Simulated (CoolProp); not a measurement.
A single-stage vapour-compression cycle with chloromethane (R40): evaporating at 277.15 K (dew point), condensing at 318.15 K (bubble point), superheat 8 K, subcooling 0 K, compressor efficiency 0.8, no pressure losses. Each further row changes one setting.

Values from CoolProp's reference Helmholtz-energy equation of state, Thol 2014.

```tsv
case	cooling COP	pressure ratio	discharge temperature (K)	refrigerating effect (kJ/kg)	volumetric capacity (kJ/m³)
as stated	…	3.33	378.2	339	2300
evaporating temperature 282.15 K	5.39	…	…	…	…
condensing temperature 313.15 K	5.31	2.93	367.7	347	2350
subcooling 5 K	4.68	3.33	378.2	347	2350
superheat 18 K	…	3.33	390.1	…	2260
compressor efficiency 0.7	4.00	3.33	…	339	2300
```

Problem. Fill in the missing entries.

Solution. 
- as stated, cooling COP: 4.57
- evaporating temperature 282.15 K, pressure ratio: 2.82
- evaporating temperature 282.15 K, discharge temperature (K): 370.3
- evaporating temperature 282.15 K, refrigerating effect (kJ/kg): 341
- evaporating temperature 282.15 K, volumetric capacity (kJ/m³): 2710
- superheat 18 K, cooling COP: 4.50
- superheat 18 K, refrigerating effect (kJ/kg): 348
- compressor efficiency 0.7, discharge temperature (K): 388.4
